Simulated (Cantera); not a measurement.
A perfectly stirred reactor is fed with CH4 : H2 = 1 : 43 (molar parts), at 1.01 bar; it is held at 1300 K, and followed from long to short residence time.

Computed with Cantera and GRI-Mech 3.0 (53 species, 325 reactions). GRI-Mech 3.0 stops at C3 and has no aromatics, soot or wall deposition, so with more carbon than oxygen in the feed, carbon stays in small species such as C2H2 where larger ones or solid carbon would form.

Problem. What does this change do: temperature 1300 to 1623 K?

Solution. 
```json
[
 {"quantity": "x(CH4) at τ = 14.0 s", "before": "0.0227", "after": "0.0149"},
 {"quantity": "x(H2) at τ = 14.0 s", "before": "0.977", "after": "0.981"},
 {"quantity": "x(H) at τ = 14.0 s", "before": "1.09e-6", "after": "6.84e-5"},
 {"quantity": "x(CH3) at τ = 14.0 s", "before": "4.95e-7", "after": "2.11e-5"},
 {"quantity": "x(C2H2) at τ = 14.0 s", "before": "4.21e-6", "after": "0.00348"},
 {"quantity": "x(CH4) at τ = 38.0 ms", "before": "0.0227", "after": "0.0220"},
 {"quantity": "x(H2) at τ = 38.0 ms", "before": "0.977", "after": "0.978"},
 {"quantity": "x(H) at τ = 38.0 ms", "before": "9.36e-7", "after": "6.60e-5"},
 {"quantity": "x(CH3) at τ = 38.0 ms", "before": "4.27e-7", "after": "3.02e-5"},
 {"quantity": "x(C2H2) at τ = 38.0 ms", "before": "4.15e-9", "after": "0.000291"}
]
```
